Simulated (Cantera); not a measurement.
A perfectly stirred reactor is fed with CO : H₂ : O₂ : N₂ = 1 : 1.3 : 2.74 : 10.3 (molar parts), at 15.0 bar; it is adiabatic with a 450 K inlet, and is followed from long to short residence time, starting on the burning branch (τ in s: 0.038, 0.021, 0.011, 0.0062, 0.0034, 0.0019, 0.001, 0.00057, 0.00031, 0.00017, 9.4e-05, 5.1e-05).

Detailed kinetics in Cantera: GRI-Mech 3.0 (53 species, 325 reactions). The hydrogen kinetics of GRI-Mech 3.0 are dated; newer H2 mechanisms differ, most at raised pressure. The pressure lies above the range GRI-Mech 3.0 was tuned for (to about 10 atm).

x: mole fraction; the columns are a selection and need not sum to one.

```
τ (s)    T (K)      x CO      x H₂   x O₂   x H₂O₂      x H      x OH
-------  -----  --------  --------  -----  -------  -------  --------
0.038     1648  0.000228   2.76e-5  0.112  1.61e-7  3.25e-7  0.000192
0.021     1646  0.000356   4.26e-5  0.112  2.10e-7  5.56e-7  0.000220
0.011     1644  0.000576   6.84e-5  0.112  2.83e-7  1.01e-6  0.000258
0.0062    1642  0.000884  0.000104  0.112  3.72e-7  1.73e-6  0.000295
0.0034    1637   0.00139  0.000164  0.113  4.98e-7  3.03e-6  0.000337
0.0019    1631   0.00218  0.000256  0.113  6.67e-7  5.21e-6  0.000379
0.0010    1618       [?]       [?]  0.114      [?]      [?]  0.000416
0.00057   1599   0.00598  0.000726  0.115  1.39e-6  1.53e-5  0.000422
0.00031   1539       [?]       [?]  0.118      [?]      [?]       [?]
0.00017    450    0.0652    0.0847  0.179   <1e-12   <1e-12    <1e-12
9.4e-5     450    0.0652    0.0847  0.179   <1e-12   <1e-12    <1e-12
5.1e-5     450    0.0652    0.0847  0.179   <1e-12   <1e-12    <1e-12
```

Problem. Complete the blanks.

Solution. 
- 0.0010, x CO: 0.00364
- 0.0010, x H₂: 0.000433
- 0.0010, x H₂O₂: 9.49e-7
- 0.0010, x H: 9.37e-6
- 0.00031, x CO: 0.0131
- 0.00031, x H₂: 0.00178
- 0.00031, x H₂O₂: 3.60e-6
- 0.00031, x H: 2.33e-5
- 0.00031, x OH: 0.000299
